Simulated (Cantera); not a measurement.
An isothermal, constant-pressure homogeneous reactor starts with 1.04 % H₂, 23.0 % O₂, 75.9 % N₂, at 1000 K and 0.0109 atm.

Computed with Cantera and GRI-Mech 3.0 (53 species, 325 reactions). Radical loss at walls, strong at low pressure, is not modelled.

x: mole fraction; the columns are a selection and need not sum to one.

| t (s) | x H₂ | x O₂ | x H₂O | x H₂O₂ | x H |
|---|---|---|---|---|---|
| 1.00e-6 | 0.0104 | 0.230 | <1e-12 | <1e-12 | <1e-12 |
| 5.90e-6 | 0.0104 | 0.230 | <1e-12 | <1e-12 | <1e-12 |
| 3.48e-5 | 0.0104 | 0.230 | <1e-12 | <1e-12 | <1e-12 |
| 0.000205 | 0.0104 | 0.230 | <1e-12 | <1e-12 | 3.44e-12 |
| 0.00121 | 0.0104 | 0.230 | 7.90e-12 | <1e-12 | 1.69e-11 |
| 0.00713 | 0.0104 | 0.230 | 1.54e-9 | <1e-12 | 6.02e-10 |
| 0.0421 | 0.00231 | 0.225 | 0.00642 | 5.09e-8 | 0.00259 |
| 0.248 | 5.13e-5 | 0.225 | 0.0101 | 1.33e-8 | 0.000265 |
| 1.46 | [?] | 0.226 | 0.0104 | [?] | [?] |
| 8.63 | 7.99e-8 | 0.226 | 0.0104 | 2.14e-9 | 2.06e-8 |
| 50.9 | 5.33e-9 | 0.226 | 0.0104 | 2.92e-10 | 4.12e-10 |
| 300 | 6.01e-10 | 0.226 | 0.0104 | 4.19e-11 | 1.67e-11 |

Task: Some entries are withheld; supply them.

Result: 
- 1.46, x H₂: 2.30e-6
- 1.46, x H₂O₂: 9.17e-9
- 1.46, x H: 2.65e-6
